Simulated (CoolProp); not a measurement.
R134a along the isotherm 428.9 K: density (kg/m³) from the reference equation and from simpler models built on Tc = 374.2 K, pc = 40.59 bar, ω = 0.327; each cubic takes its own stable root.

Computed with CoolProp (reference Helmholtz-energy equation of state, Tillner-Roth 1994).

```csv
p (bar),phase,reference,ideal gas,van der Waals,Soave-Redlich-Kwong,Peng-Robinson
1.35,gas,3.890,3.863,3.890,3.889,3.894
2.71,gas,7.867,7.754,7.866,7.863,7.880
4.06,gas,11.87,11.62,11.87,11.86,11.90
5.41,gas,15.94,15.48,15.94,15.92,15.99
6.77,gas,20.10,19.37,20.10,20.07,20.18
8.12,gas,24.30,23.23,24.30,24.25,24.41
9.47,gas,28.56,27.10,28.56,28.49,28.72
10.8,gas,32.83,30.90,32.84,32.74,33.03
12.2,gas,37.39,34.91,37.41,37.27,37.66
13.5,gas,41.70,38.63,41.74,41.56,42.03
14.9,gas,46.43,42.63,46.48,46.24,46.82
16.2,gas,50.89,46.35,50.97,50.66,51.36
17.6,gas,55.78,50.36,55.90,55.50,56.33
18.9,gas,60.41,54.08,60.57,60.07,61.04
20.3,gas,65.49,58.08,65.70,65.07,66.21
```
